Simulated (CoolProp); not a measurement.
Vapour-liquid equilibrium of carbon dioxide (1) + propylene (2) at 0.555 MPa; x and y are mole fractions of (1).

Computed with CoolProp (multi-fluid Helmholtz-energy mixture model, Span 1996 and Lemmon 2013; pair parameters Bell 2016).

### Question
Give the bubble temperature and the first vapour's composition at x = 0.35, 0.45, 0.65. Is there an azeotrope?

### Answer
x = 0.35: 230.8 K, y = 0.818; x = 0.45: 227.3 K, y = 0.857; x = 0.65: 223.2 K, y = 0.905. No azeotrope shows between x = 0.05 and 0.95.

The pair parameters rest on a limited set of measurements; away from them the model extrapolates.
